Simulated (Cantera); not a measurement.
An isothermal, constant-pressure homogeneous reactor starts with CH4 : N2 = 1 : 14 (molar parts), at 1748 K and 0.0132 atm. Integrator tolerance rtol = 1e-08.

Detailed kinetics in Cantera: GRI-Mech 3.0 (53 species, 325 reactions). GRI-Mech 3.0 stops at C3 and has no aromatics, soot or wall deposition, so with more carbon than oxygen in the feed, carbon stays in small species such as C2H2 where larger ones or solid carbon would form. Radical loss at walls, strong at low pressure, is not modelled.

Task: What does this change do: 0.8 parts H2O added?

Result: 
```tsv
quantity	before	after
x(CH4) at 10.0 s	5.13e-5 (gas-phase equilibrium 2.83e-6)	0.00101 (gas-phase equilibrium 1.37e-6)
x(C2H2) at 10.0 s	0.0312 (gas-phase equilibrium 0.00747)	0.0139 (gas-phase equilibrium 0.000398)
x(H) at 10.0 s	0.000599 (gas-phase equilibrium 0.000609)	0.000532 (gas-phase equilibrium 0.000779)
x(C2H) at 10.0 s	1.39e-6 (gas-phase equilibrium 3.40e-7)	3.99e-7 (gas-phase equilibrium 1.41e-8)
x(C2H4) at 10.0 s	1.32e-6 (gas-phase equilibrium 3.13e-7)	2.76e-6 (gas-phase equilibrium 2.73e-8)
x(CH2) at 10.0 s	4.58e-8 (gas-phase equilibrium 2.62e-9)	3.81e-7 (gas-phase equilibrium 7.73e-10)
x(H2) at 10.0 s	0.0933 (gas-phase equilibrium 0.0934)	0.129 (gas-phase equilibrium 0.153)
```

Task: What does this change do: N2 14 to 36 parts?

Result: 
```
quantity                                              before                                      after
-----------------  -----------------------------------------  -----------------------------------------
x(CH4) at 10.0 s     5.13e-5 (gas-phase equilibrium 2.83e-6)    2.10e-5 (gas-phase equilibrium 3.57e-7)
x(C2H2) at 10.0 s     0.0312 (gas-phase equilibrium 0.00747)     0.0131 (gas-phase equilibrium 0.00161)
x(H) at 10.0 s     0.000599 (gas-phase equilibrium 0.000609)  0.000356 (gas-phase equilibrium 0.000395)
x(C2H) at 10.0 s     1.39e-6 (gas-phase equilibrium 3.40e-7)    8.29e-7 (gas-phase equilibrium 1.13e-7)
x(C2H4) at 10.0 s    1.32e-6 (gas-phase equilibrium 3.13e-7)    2.40e-7 (gas-phase equilibrium 2.83e-8)
x(CH2) at 10.0 s     4.58e-8 (gas-phase equilibrium 2.62e-9)   3.74e-8 (gas-phase equilibrium 7.87e-10)
x(H2) at 10.0 s        0.0933 (gas-phase equilibrium 0.0934)      0.0393 (gas-phase equilibrium 0.0393)
```
